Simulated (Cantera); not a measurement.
A closed system holds: 1 mol Cr₂O₃, 3.7 mol H₂, 16 mol N₂, at 0.0100 bar.

Equilibrium computed with Cantera from the NASA thermochemical tables; the gas is ideal and each condensed phase is pure. Candidate condensed phases: Cr, CrN, Cr₂N, Cr₂O₃, H₂O; 29 gas species. The numbers say what is thermodynamically allowed, not how fast it happens.

Problem. At 2000 K, list the 7 most abundant gas species with their mole fractions, and the condensed phases.

Solution. N₂ 0.802, H₂ 0.168, H₂O 0.0137, Cr 0.00898, H 0.00667, CrO 0.000492, OH 5.40e-5. Condensed: Cr₂O₃(s).
